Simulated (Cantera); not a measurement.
Feed: 1 mol SiH4, a varied amount of N2, equilibrated at 7.50 Torr.

Equilibrium computed with Cantera from the NASA thermochemical tables; the gas is ideal and each condensed phase is pure. Candidate condensed phases: Si, Si3N4; 18 gas species. N2 is the only nitrogen source here; it is nearly inert below about 1500 K, so the nitride shown seldom forms there in practice. Mutual solubility and eutectic melting of coexisting phases are not modelled. Equilibrium is a limit: real reactors are often held back by kinetics, nucleation or transport.

Stable condensed phases, one row left out:

```
T in K \ n(N2) in mol
         0.32 0.51 0.83  1.3  2.2  3.5  5.7  9.3   15   24   39
   1923     A    A    A    A    A    A    A    A    A    A    A
   1873     A    A    A    A    A    A    A    A    A    A    A
   1823     A    A    A    A    A    A    A    A    A    A    A
   1773     A    A    A    A    A    B    B    B    B    B    B
   1723     A    A    C    B    B    B    B    B    B    B    B
   1673     C    C    C    B    B    B    B    B    B    B    B
   1573     C    C    B    B    B    B    B    B    B    B    B
   1523     C    C    B    B    B    B    B    B    B    B    B
   1473     C    C    B    B    B    B    B    B    B    B    B
```

A: Si; B: Si3N4; C: Si + Si3N4.

Q: Give the row for 1623 K.

A: 0.32: Si + Si3N4; 0.51: Si + Si3N4; 0.83: Si3N4; 1.3: Si3N4; 2.2: Si3N4; 3.5: Si3N4; 5.7: Si3N4; 9.3: Si3N4; 15: Si3N4; 24: Si3N4; 39: Si3N4.
